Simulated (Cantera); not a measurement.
Charge: 1 mol SiF4, 0.33 mol O3, 84 mol H2, 3.5 mol O2, equilibrated at 0.00720 bar.

These are equilibrium values from Cantera (NASA tables, ideal gas, pure condensed phases), not measurements of a reactor. Candidate condensed phases: H2O, Si, SiO2; 38 gas species. The tables hold silica as quartz up to 1696 K and as liquid above; real silica turns to tridymite and cristobalite and melts near 1996 K. Equilibrium is a limit: real reactors are often held back by kinetics, nucleation or transport.

**Question.** Which condensed phases are stable at each of these points (T (°C)): 425, 500, 575, 650, 725, 800, 875, 950?

**Answer.** 
```tsv
T (°C)	condensed phases	Si condensed (%)
425	SiO2(α-quartz)	78.0
500	SiO2(α-quartz)	91.9
575	SiO2(β-quartz)	97.5
650	SiO2(β-quartz)	99.2
725	SiO2(β-quartz)	99.7
800	SiO2(β-quartz)	99.9
875	SiO2(β-quartz)	99.9
950	SiO2(β-quartz)	100.0
```

From 425 °C to 500 °C the condensed part is SiO2(α-quartz). From 575 °C to 950 °C the condensed part is SiO2(β-quartz).
